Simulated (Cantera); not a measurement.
Cantera run, input and output.

```python
import numpy as np
import cantera as ct

gas = ct.Solution("gri30.yaml")
gas.TPX = 1675, 101325, {'CH3OH': 1, 'O2': 1.65, 'N2': 6.1}
reactor = ct.IdealGasReactor(gas, energy="on", clone=False)
net = ct.ReactorNet([reactor])
net.rtol, net.atol = 1e-08, 1e-16
show = ['CH3OH', 'O2', 'OH', 'CH2', 'CH3', 'H']
times = np.geomspace(2e-06, 0.2, 13)

steps = ct.SolutionArray(gas, extra=["t"])
rows = []
print(f"{'t/s':>10s}{'T/K':>9s}{'P/Pa':>11s}" + "".join(f"{s:>11s}" for s in show))
for t in times:
    while net.time < t:
        t_next = net.step()
        steps.append(gas.state, t=t_next)
    rows.append([np.interp(t, steps.t, y) for y in (steps.T, steps.P, *steps(*show).X.T)])
    print(f"{t:10.3e}{rows[-1][0]:9.1f}{rows[-1][1]:11.4g}" + "".join(f"{x:11.3e}" for x in rows[-1][2:]))
rate = np.gradient(steps.T, steps.t)
print("integrator steps:", len(steps.t))
if steps.T.max() > steps.T[0] + 200:
    print(f"time of steepest temperature rise: {steps.t[rate.argmax()]:.4e} s")
gas.TPX = 1675, 101325, {'CH3OH': 1, 'O2': 1.65, 'N2': 6.1}
gas.equilibrate("UV")
print(f"equilibrium (UV): T = {gas.T:.1f} K  " + "  ".join(f"{s} {gas[s].X[0]:.3e}" for s in show))
```

It prints:

```
       t/s      T/K       P/Pa      CH3OH         O2         OH        CH2        CH3          H
 2.000e-06   1674.9  1.013e+05  1.140e-01  1.884e-01  3.032e-06  7.560e-07  3.945e-05  1.840e-06
 5.220e-06   1675.0  1.014e+05  1.135e-01  1.880e-01  4.277e-06  7.547e-07  7.515e-05  2.489e-06
 1.363e-05   1677.8  1.017e+05  1.112e-01  1.866e-01  1.331e-05  7.742e-07  6.790e-05  5.640e-06
 3.557e-05   1742.5  1.074e+05  8.769e-02  1.729e-01  9.955e-05  1.541e-06  4.861e-05  3.659e-05
 9.283e-05   2844.9   1.94e+05  5.252e-16  3.981e-02  3.171e-02  5.828e-14  4.325e-14  1.497e-02
 2.423e-04   2913.9  1.976e+05  6.375e-16  3.669e-02  3.053e-02  8.276e-14  6.078e-14  1.230e-02
 6.325e-04   2906.1  1.969e+05  6.570e-16  3.416e-02  2.951e-02  8.120e-14  6.217e-14  1.205e-02
 1.651e-03   2902.5  1.966e+05  6.667e-16  3.300e-02  2.903e-02  8.040e-14  6.284e-14  1.194e-02
 4.309e-03   2902.3  1.966e+05  6.671e-16  3.295e-02  2.901e-02  8.036e-14  6.287e-14  1.193e-02
 1.125e-02   2902.3  1.966e+05  6.671e-16  3.295e-02  2.901e-02  8.036e-14  6.287e-14  1.193e-02
 2.936e-02   2902.3  1.966e+05  6.671e-16  3.295e-02  2.901e-02  8.036e-14  6.287e-14  1.193e-02
 7.662e-02   2902.3  1.966e+05  6.671e-16  3.295e-02  2.901e-02  8.036e-14  6.287e-14  1.193e-02
 2.000e-01   2902.3  1.966e+05  6.671e-16  3.295e-02  2.901e-02  8.036e-14  6.287e-14  1.193e-02
integrator steps: 1767
time of steepest temperature rise: 4.9559e-05 s
equilibrium (UV): T = 2902.3 K  CH3OH 6.972e-16  O2 3.295e-02  OH 2.901e-02  CH2 8.693e-14  CH3 8.353e-14  H 1.193e-02
```

Computed with Cantera and GRI-Mech 3.0 (53 species, 325 reactions). GRI-Mech 3.0 was tuned for natural gas; its chemistry of methanol as a main component is partial and can be far from experiment.
